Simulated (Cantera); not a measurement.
Input (Python, Cantera) and output of one run.

```python
import numpy as np
import cantera as ct

gas_names = """
    CL2 SiCL2 FeCL3 ALCL3 KCL PbCL2
""".split()
cond_names = """
    Si(cr) Si(L) Fe(a) Fe(c) Fe(d) Fe(L) AL(cr) AL(L) K(cr) K(L) Pb(cr) Pb(L)
""".split()


# ... load() reads the species with a 1 bar reference pressure and builds the phases ...
species = {s.name: s for s in load("nasa_gas.yaml", gas_names) + load("nasa_condensed.yaml", cond_names)}
# Each term lists the table entries of one substance; the one whose range holds T is used.
reactions = {
    'Si + Cl2(g) = SiCl2(g)':
        [(-1, ['Si(cr)', 'Si(L)']), (-1, ['CL2']), (1, ['SiCL2'])],
    '0.6667 Fe + Cl2(g) = 0.6667 FeCl3(g)':
        [(-0.6666666666666666, ['Fe(a)', 'Fe(c)', 'Fe(d)', 'Fe(L)']), (-1, ['CL2']), (0.6666666666666666, ['FeCL3'])],
    '0.6667 Al + Cl2(g) = 0.6667 AlCl3(g)':
        [(-0.6666666666666666, ['AL(cr)', 'AL(L)']), (-1, ['CL2']), (0.6666666666666666, ['ALCL3'])],
    '2 K + Cl2(g) = 2 KCl(g)':
        [(-2, ['K(cr)', 'K(L)']), (-1, ['CL2']), (2, ['KCL'])],
    'Pb + Cl2(g) = PbCl2(g)':
        [(-1, ['Pb(cr)', 'Pb(L)']), (-1, ['CL2']), (1, ['PbCL2'])],
}


def pick(names, T):
    return next(species[n] for n in names if species[n].thermo.min_temp <= T <= species[n].thermo.max_temp)


results = []
for label, terms in reactions.items():
    print(label)
    print("     T/K   dH/kJ  dS/(J/K)   dG/kJ   log10 K")
    for T in [300, 450, 550, 650, 750, 850, 950, 1050, 1150, 1250, 1350]:
        used = [(nu, pick(names, T)) for nu, names in terms]
        dH = sum(nu * s.thermo.h(T) for nu, s in used) / 1e6
        dS = sum(nu * s.thermo.s(T) for nu, s in used) / 1e3
        dG = dH - T * dS / 1e3
        logK = -dG * 1e6 / (ct.gas_constant * T * np.log(10))
        results.append((label, T, dH, dS, dG, logK, [s.name for _, s in used]))
        print(f"{T:8g} {dH:8.1f} {dS:8.1f} {dG:8.1f} {logK:8.2f}")
```

Result:

```
Si + Cl2(g) = SiCl2(g)
     T/K   dH/kJ  dS/(J/K)   dG/kJ   log10 K
     300   -168.6     39.4   -180.5    31.42
     450   -169.1     38.1   -186.3    21.62
     550   -169.6     37.2   -190.0    18.05
     650   -170.1     36.4   -193.7    15.57
     750   -170.6     35.6   -197.3    13.74
     850   -171.2     34.9   -200.8    12.34
     950   -171.8     34.2   -204.3    11.23
    1050   -172.5     33.5   -207.7    10.33
    1150   -173.1     32.9   -211.0     9.58
    1250   -173.9     32.3   -214.3     8.95
    1350   -174.6     31.7   -217.5     8.41
0.6667 Fe + Cl2(g) = 0.6667 FeCl3(g)
     T/K   dH/kJ  dS/(J/K)   dG/kJ   log10 K
     300   -168.7    -11.8   -165.2    28.76
     450   -168.8    -11.8   -163.4    18.97
     550   -169.0    -12.3   -162.2    15.41
     650   -169.3    -12.8   -161.0    12.94
     750   -169.8    -13.5   -159.7    11.12
     850   -170.5    -14.4   -158.3     9.73
     950   -171.6    -15.6   -156.8     8.62
    1050   -173.8    -17.7   -155.1     7.72
    1150   -175.3    -19.1   -153.3     6.96
    1250   -176.5    -20.1   -151.3     6.32
    1350   -177.0    -20.6   -149.3     5.78
0.6667 Al + Cl2(g) = 0.6667 AlCl3(g)
     T/K   dH/kJ  dS/(J/K)   dG/kJ   log10 K
     300   -389.7    -32.3   -380.0    66.17
     450   -390.0    -33.1   -375.1    43.54
     550   -390.2    -33.5   -371.8    35.31
     650   -390.4    -33.8   -368.4    29.61
     750   -390.7    -34.2   -365.0    25.42
     850   -391.1    -34.7   -361.6    22.22
     950   -398.7    -42.8   -358.0    19.68
    1050   -399.1    -43.2   -353.7    17.59
    1150   -399.5    -43.6   -349.3    15.87
    1250   -399.9    -43.9   -345.0    14.41
    1350   -400.2    -44.2   -340.6    13.18
2 K + Cl2(g) = 2 KCl(g)
     T/K   dH/kJ  dS/(J/K)   dG/kJ   log10 K
     300   -429.4    125.6   -467.1    81.33
     450   -437.6    102.1   -483.6    56.13
     550   -439.9     97.6   -493.6    46.88
     650   -442.1     93.9   -503.2    40.43
     750   -444.2     90.9   -512.4    35.69
     850   -446.3     88.3   -521.3    32.04
     950   -448.5     85.8   -530.0    29.14
    1050   -450.8     83.6   -538.5    26.79
    1150   -453.2     81.3   -546.8    24.83
    1250   -455.9     79.1   -554.8    23.18
    1350   -458.9     76.8   -562.6    21.77
Pb + Cl2(g) = PbCl2(g)
     T/K   dH/kJ  dS/(J/K)   dG/kJ   log10 K
     300   -174.1     29.3   -182.9    31.84
     450   -175.0     26.7   -187.1    21.71
     550   -175.8     25.2   -189.7    18.01
     650   -181.5     15.6   -191.7    15.40
     750   -182.5     14.3   -193.2    13.45
     850   -183.4     13.1   -194.6    11.96
     950   -184.3     12.1   -195.8    10.77
    1050   -185.2     11.2   -197.0     9.80
    1150   -186.1     10.4   -198.1     9.00
    1250   -186.9      9.7   -199.1     8.32
    1350   -187.7      9.1   -200.0     7.74
```

Cantera with NASA thermochemical tables; ideal gases at 1 bar, condensed phases pure. Condensed species are held in their standard states even where they would react or evaporate.
